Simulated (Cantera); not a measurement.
## Premixed flame

A freely propagating, adiabatic, planar premixed flame of H2 : O2 : N2 = 1 : 0.278 : 1.04 (molar parts), unburnt at 575 K and 0.987 atm; mixture-averaged transport, grid criteria slope 0.08 and curve 0.16, no radiation.

Cantera simulation using the H2/O2 subset of GRI-Mech 3.0, which has no nitrogen chemistry; the numbers are that mechanism's predictions, not measurements. Burning velocities carry a grid error of a few per cent, more on coarse grids.

| z (mm) | T (K) | u (m/s) | x H2 | x O2 | x HO2 | x OH | x H | x H2O2 |
|---|---|---|---|---|---|---|---|---|
| -1.33 | 575 | 8.51 | 0.431 | 0.120 | <1e-8 | <1e-8 | <1e-8 | <1e-8 |
| -0.886 | 575 | 8.51 | 0.431 | 0.120 | <1e-8 | <1e-8 | <1e-8 | <1e-8 |
| -0.665 | 575 | 8.51 | 0.431 | 0.120 | <1e-8 | <1e-8 | <1e-8 | <1e-8 |
| -0.443 | 575 | 8.51 | 0.431 | 0.120 | 4.27e-7 | <1e-8 | 4.80e-8 | <1e-8 |
| -0.222 | 594 | 8.75 | 0.428 | 0.120 | 0.000238 | 6.70e-5 | 0.000255 | 3.33e-6 |
| -0.111 | 808 | 11.7 | 0.397 | 0.114 | 0.000172 | 0.000689 | 0.00868 | 1.10e-5 |
| 0 | 1229 | 17.2 | 0.289 | 0.0750 | 7.01e-5 | 0.00263 | 0.0527 | 2.41e-6 |
| 0.111 | 1520 | 21.1 | 0.191 | 0.0195 | 1.77e-5 | 0.00547 | 0.0910 | 1.36e-6 |
| 0.222 | 1646 | 22.7 | 0.170 | 0.00457 | 3.99e-6 | 0.00637 | 0.0936 | 8.60e-7 |
| 0.443 | 1770 | 24.2 | 0.174 | 0.00170 | 1.43e-6 | 0.00707 | 0.0811 | 5.28e-7 |
| 0.886 | 1898 | 25.7 | 0.183 | 0.00116 | 9.37e-7 | 0.00724 | 0.0647 | 2.95e-7 |
| 1.77 | 2023 | 27.1 | 0.191 | 0.000715 | 5.80e-7 | 0.00670 | 0.0483 | 1.56e-7 |
| 3.54 | 2132 | 28.3 | 0.199 | 0.000377 | 3.29e-7 | 0.00555 | 0.0338 | 8.15e-8 |
x: mole fraction of selected species; z is measured from the peak of heat release.

```
Item                         Value
------------------------  --------
laminar burning velocity  851 cm/s
thermal thickness         0.443 mm
peak x(HO2)               0.000282
peak x(OH)                 0.00725
peak x(H)                   0.0949
peak x(H2O2)               1.19e-5
```
